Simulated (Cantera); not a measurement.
An adiabatic, constant-volume homogeneous reactor starts with CH₄ : C₂H₆ : C₃H₈ : O₂ : N₂ = 1 : 0.074 : 0.087 : 4.81 : 18.1 (molar parts), equivalence ratio 0.56, at 1475 K and 0.454 atm.

Detailed kinetics in Cantera: GRI-Mech 3.0 (53 species, 325 reactions).

Question: Predict: time of steepest temperature rise; temperature at 2.00 s; equilibrium temperature; x(HCO) at 2.00 s.

Answer: 
```json
{
 "time_of_steepest_temperature_rise": "0.285 ms",
 "temperature at 2.00 s": "2599 K",
 "equilibrium_temperature": "2599 K",
 "x(HCO) at 2.00 s": "2.81e-9 (gas-phase equilibrium 2.81e-9)"
}
```
